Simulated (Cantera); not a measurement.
An isothermal, constant-pressure homogeneous reactor starts with CH₄ : CO₂ = 1 : 0.33 (molar parts), at 1375 K and 100.0 Torr. Integrator tolerance rtol = 1e-08.

Detailed kinetics in Cantera: GRI-Mech 3.0 (53 species, 325 reactions). GRI-Mech 3.0 stops at C3 and has no aromatics, soot or wall deposition, so with more carbon than oxygen in the feed, carbon stays in small species such as C2H2 where larger ones or solid carbon would form.

Q: What does this change do: temperature 1375 to 1800 K?

A: 
```csv
quantity,before,after
x(CH₄) at 10.0 s,0.532 (gas-phase equilibrium 0.0646),0.00134 (gas-phase equilibrium 0.00134)
x(CO₂) at 10.0 s,0.196 (gas-phase equilibrium 6.76e-8),1.83e-8 (gas-phase equilibrium 1.80e-8)
x(H) at 10.0 s,1.21e-6 (gas-phase equilibrium 7.11e-6),0.000780 (gas-phase equilibrium 0.000780)
x(CO) at 10.0 s,0.0221 (gas-phase equilibrium 0.266),0.248 (gas-phase equilibrium 0.248)
x(C₂H₄) at 10.0 s,0.00384 (gas-phase equilibrium 0.00790),0.000242 (gas-phase equilibrium 0.000242)
x(CH₂) at 10.0 s,4.23e-10 (gas-phase equilibrium 1.41e-10),4.75e-8 (gas-phase equilibrium 4.75e-8)
```
